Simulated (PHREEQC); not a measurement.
PHREEQC input (Pitzer model, pitzer.dat):

```
SOLUTION 1
  temp 20
  units mol/kgw
  pH 7 charge
  S(6) 0.023
  K 0.046
  Cl 0.0053
  Na 0.0053
END
USE solution 1
INCREMENTAL_REACTIONS false
REACTION 1
  H2O -1
  0 9.886 18.011 24.689 30.178 34.689 38.397 41.444
  43.949 46.007 47.699 49.089 50.232 51.172 51.944 52.578
  53.1 53.528 53.88 54.17 54.408 54.603 54.764 54.896
  55.005 55.094 55.168 55.228 moles
EQUILIBRIUM_PHASES 1
  Arcanite 0 0
  Glaserite 0 0
  Halite 0 0
  Mirabilite 0 0
  Misenite 0 0
  Sylvite 0 0
  Thenardite 0 0
SELECTED_OUTPUT 1
  -reset false
  -pH true
  -pe true
  -ionic_strength true
  -water true
  -activities H2O
  -totals Cl K Na S
  -molalities H+ Na+ K+ Cl- SO4-2 OH- HSO4-
  -equilibrium_phases Arcanite Glaserite Halite Mirabilite Misenite Sylvite Thenardite
PRINT
  -reset false
END
```

Selected output (columns that matter, 16 of 28 rows; water left (kg) added in front):

```
water left (kg)	pH	mu	Cl	K	Na	S	m_H+	m_Na+	m_K+	m_Cl-	m_SO4-2	m_OH-	la_H2O	Arcanite
1	7.212	0.0743	0.0053	0.046	0.0053	0.023	8.1598e-08	0.0053	0.046	0.0053	0.023	1.3935e-07	-0.00053857	0
0.675514	7.2385	0.10999	0.0078459	0.068096	0.0078459	0.034048	8.0824e-08	0.0078459	0.068096	0.0078459	0.034048	1.5264e-07	-0.00078021	0
0.456313	7.2669	0.16283	0.011615	0.10081	0.011615	0.050404	8.0256e-08	0.011615	0.10081	0.011615	0.050404	1.6807e-07	-0.0011283	0
0.375043	7.2817	0.19811	0.014132	0.12265	0.014132	0.061326	8.0071e-08	0.014132	0.12265	0.014132	0.061326	1.7659e-07	-0.001356	0
0.253345	7.3124	0.29328	0.02092	0.18157	0.02092	0.090785	7.9904e-08	0.02092	0.18157	0.02092	0.090785	1.9516e-07	-0.001956	0
0.171138	7.3442	0.43415	0.030969	0.26879	0.030969	0.13439	7.9934e-08	0.030969	0.26879	0.030969	0.13439	2.1557e-07	-0.0028167	0
0.115613	7.3771	0.64266	0.045843	0.39788	0.045843	0.19894	7.9883e-08	0.045843	0.39788	0.045843	0.19894	2.3738e-07	-0.0040485	0
0.0780853	7.4113	0.95152	0.067875	0.5891	0.067875	0.29455	7.9074e-08	0.067875	0.5891	0.067875	0.29455	2.599e-07	-0.0058103	0
0.0641769	7.4291	1.1577	0.082584	0.71677	0.082584	0.35838	7.7982e-08	0.082584	0.71677	0.082584	0.35838	2.7114e-07	-0.0069574	0
0.0433504	7.4673	1.7139	0.12226	1.0611	0.12226	0.53056	7.3009e-08	0.12226	1.0611	0.12226	0.53056	2.931e-07	-0.009982	0
0.0292979	7.4781	2.0423	0.1809	1.2409	0.1809	0.62047	6.8952e-08	0.1809	1.2409	0.1809	0.62047	2.9874e-07	-0.012041	0.0048215
0.0197855	7.4682	2.1731	0.26787	1.2702	0.26787	0.63509	6.7251e-08	0.26787	1.2702	0.26787	0.63509	2.9382e-07	-0.01341	0.010434
0.0133718	7.4545	2.3626	0.39636	1.3109	0.39636	0.65543	6.4713e-08	0.39636	1.3109	0.39636	0.65543	2.8694e-07	-0.015444	0.014236
0.0109937	7.4459	2.4868	0.4821	1.3365	0.4821	0.66824	6.3014e-08	0.4821	1.3365	0.4821	0.66824	2.8259e-07	-0.01681	0.015654
0.0074265	7.424	2.8142	0.71366	1.4003	0.71366	0.70017	5.8468e-08	0.71366	1.4003	0.71366	0.70017	2.716e-07	-0.020546	0.0178
0.00501235	7.3947	3.2816	1.0574	1.4828	1.0574	0.7414	5.1982e-08	1.0574	1.4828	1.0574	0.7414	2.5703e-07	-0.026237	0.019284
```

Species that the database lacks are ignored.
